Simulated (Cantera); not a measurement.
A Cantera script and its output.

```python
import numpy as np
import cantera as ct

gas = ct.Solution("gri30.yaml", transport_model="mixture-averaged")
show = ['H', 'NH3', 'C2H2']

rows = []
print(f"{'T/K':>7s}{'rho':>11s}{'cp':>10s}{'mu':>11s}{'lambda':>11s}{'Pr':>7s}" + "".join(f"{'D_' + s:>11s}" for s in show))
for T in [400, 600, 800, 1000, 1200, 1400, 1600, 1800, 2000]:
    gas.TPX = T, 58000, {'C2H2': 0.38, 'C3H8': 0.5, 'CH3OH': 0.3, 'C2H4': 0.82}
    Pr = gas.cp_mass * gas.viscosity / gas.thermal_conductivity
    D = [gas.mix_diff_coeffs_mole[gas.species_index(s)] for s in show]
    rows.append([gas.density, gas.cp_mass, gas.viscosity, gas.thermal_conductivity, Pr, *D])
    print(f"{T:7g}{gas.density:11.4e}{gas.cp_mass:10.1f}{gas.viscosity:11.4e}"
          f"{gas.thermal_conductivity:11.4e}{Pr:7.3f}" + "".join(f"{d:11.4e}" for d in D))
print("SI units: kg/m3, J/kg/K, Pa s, W/m/K, m2/s")
```

It prints:

```
    T/K        rho        cp         mu     lambda     Pr        D_H      D_NH3     D_C2H2
    400 5.6295e-01    1932.1 1.2575e-05 3.2385e-02  0.750 2.4801e-04 4.4239e-05 3.3369e-05
    600 3.7530e-01    2552.3 1.8009e-05 6.0425e-02  0.761 5.1602e-04 9.6891e-05 7.0649e-05
    800 2.8147e-01    3009.3 2.2732e-05 8.9423e-02  0.765 8.5392e-04 1.6544e-04 1.1805e-04
   1000 2.2518e-01    3363.9 2.6943e-05 1.1776e-01  0.770 1.2534e-03 2.4771e-04 1.7430e-04
   1200 1.8765e-01    3621.9 3.0775e-05 1.4496e-01  0.769 1.7091e-03 3.4224e-04 2.3855e-04
   1400 1.6084e-01    3830.0 3.4318e-05 1.7089e-01  0.769 2.2171e-03 4.4802e-04 3.1022e-04
   1600 1.4074e-01    3996.4 3.7635e-05 1.9554e-01  0.769 2.7744e-03 5.6429e-04 3.8886e-04
   1800 1.2510e-01    4128.5 4.0771e-05 2.1895e-01  0.769 3.3788e-03 6.9050e-04 4.7414e-04
   2000 1.1259e-01    4233.0 4.3761e-05 2.4119e-01  0.768 4.0284e-03 8.2621e-04 5.6581e-04
SI units: kg/m3, J/kg/K, Pa s, W/m/K, m2/s
```

Model: GRI-Mech 3.0 (53 species, 325 reactions), integrated in Cantera. Polar gases are described roughly by these parameters. The composition is frozen, though it would react at the higher temperatures.
